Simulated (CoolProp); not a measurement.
CH3F (R41) along the isobar 49.6 bar: fugacity coefficient from the reference equation and from simpler models built on Tc = 317.3 K, pc = 59.06 bar, ω = 0.200; each cubic takes its own stable root.

Values from CoolProp's reference Helmholtz-energy equation of state, Lemmon 2006. It is a short technical equation, of lower accuracy than the large ones.

```json
[
 {"T (K)": "259", "phase": "liquid", "reference": "…", "van der Waals": "0.4406", "Soave-Redlich-Kwong": "0.2642", "Peng-Robinson": "…"},
 {"T (K)": "282.7", "phase": "liquid", "reference": "0.4180", "van der Waals": "0.5871", "Soave-Redlich-Kwong": "0.4524", "Peng-Robinson": "0.4374"},
 {"T (K)": "306.4", "phase": "liquid", "reference": "…", "van der Waals": "0.7241", "Soave-Redlich-Kwong": "0.6713", "Peng-Robinson": "0.6498"},
 {"T (K)": "330.1", "phase": "gas", "reference": "0.7299", "van der Waals": "0.7747", "Soave-Redlich-Kwong": "0.7591", "Peng-Robinson": "0.7374"},
 {"T (K)": "353.8", "phase": "gas", "reference": "0.7859", "van der Waals": "0.8120", "Soave-Redlich-Kwong": "0.8114", "Peng-Robinson": "0.7899"},
 {"T (K)": "377.6", "phase": "gas", "reference": "0.8274", "van der Waals": "…", "Soave-Redlich-Kwong": "0.8512", "Peng-Robinson": "…"},
 {"T (K)": "401.3", "phase": "gas", "reference": "0.8592", "van der Waals": "…", "Soave-Redlich-Kwong": "…", "Peng-Robinson": "0.8618"},
 {"T (K)": "425", "phase": "gas", "reference": "0.8843", "van der Waals": "0.8840", "Soave-Redlich-Kwong": "0.9066", "Peng-Robinson": "…"}
]
```

Some entries are withheld; supply them.


- 259, reference: 0.2441
- 259, Peng-Robinson: 0.2558
- 306.4, reference: 0.6304
- 377.6, van der Waals: 0.8413
- 377.6, Peng-Robinson: 0.8302
- 401.3, van der Waals: 0.8648
- 401.3, Soave-Redlich-Kwong: 0.8821
- 425, Peng-Robinson: 0.8872

At some of these states van der Waals gives the other phase, because its saturation line lies elsewhere.
